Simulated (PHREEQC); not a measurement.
A PHREEQC input (ion-association model, wateq4f.dat):

```
SOLUTION 1
  temp 298.15
  units mg/L
  pH 6.77
  pe 8.5
  Na 19.6
  K 2.12
  Ca 24.3
  Mg 15.8
  Cl 61.5
  S(6) 33.8 as SO4
  Alkalinity 60.7 as HCO3
  Si 0.0253 as SiO2
  O(0) 0.0154
END
USE solution 1
EQUILIBRIUM_PHASES 1
  Quartz 0 0.5
  CO2(g) -2 10
END
```

The run finishes without an error or a warning.

Its last state differs from that of the intended input:

| quantity | as run | intended |
|---|---|---|
| pH | 6.43 | 6.78 |
| ionic strength (mol/kgw) | 0.00266 | 0.00483 |
| HCO3- (mol/kgw) | 1.83e-6 | 0.000983 |
| Mg+2 (mol/kgw) | 0.000149 | 0.000620 |
| Ca+2 (mol/kgw) | 4.06e-5 | 0.000581 |
| CO2 (mol/kgw) | 0.000140 | 0.000340 |

**Question.** One thing in the input isn't as intended. What explains the difference?

**Answer.** This is not unique; one that fits is The fault: the temperature typed in kelvin. The line should read `temp 25` where the input has `temp 298.15`.
